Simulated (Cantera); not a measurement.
Charge: 1 mol Ta(OEt)5, 0.091 mol O2, equilibrated at 2723.15 K and 19.0 Pa.

Cantera equilibrium calculation (NASA polynomials, part measured and part estimated; ideal gas, pure solids and liquids). Candidate condensed phases: C, C6H6, C7H8, C8H18, H2O, Ta, TaC, Ta2O5; 113 gas species. The feed counts by its element totals alone. TaC: taken at fixed stoichiometry. Condensed phases not in the tables: Ta2C. Kinetics and transport are ignored.

Base state: H 0.753, CO 0.168, C3 0.0332, H2 0.0280, C 0.0118, C2 0.00395, C2H 0.00139, C2H2 (acetylene) 0.000469 (mole fractions); condensed: TaC(s).

### Question
What changes in the equilibrium state with this change: O2 from 0.091 to 4.4 mol?

### Answer
| species | before | after |
|---|---|---|
| H | 0.753 | 0.631 |
| CO | 0.168 | 0.269 |
| O | 1.95e-9 | 0.0497 |
| C3 | 0.0332 | <1e-9 |
| TaO2 | <1e-9 | 0.0218 |
| C | 0.0118 | <1e-9 |
| H2 | 0.0280 | 0.0197 |
| TaO | <1e-9 | 0.00511 |
| C2 | 0.00395 | <1e-9 |
| OH | <1e-9 | 0.00244 |
| C2H | 0.00139 | <1e-9 |
| CO2 | <1e-9 | 0.000586 |
| TaC(s), mol | 1.000 | 0 |

### Question
What changes in the equilibrium state with this change: Ta(OEt)5 replaced by Ta?

### Answer
```csv
species,before,after
TaO,<1e-9,0.718
TaO2,<1e-9,0.278
O,1.95e-9,0.00450
H,0.753,0
CO,0.168,0
C3,0.0332,0
H2,0.0280,0
C,0.0118,0
C2,0.00395,0
C2H,0.00139,0
C2H2 (acetylene),0.000469,0
"TaC(s), mol",1.000,0
"Ta(s), mol",0,0.858
```
Condensed phases not in the tables: N, O or C dissolved in the metal.
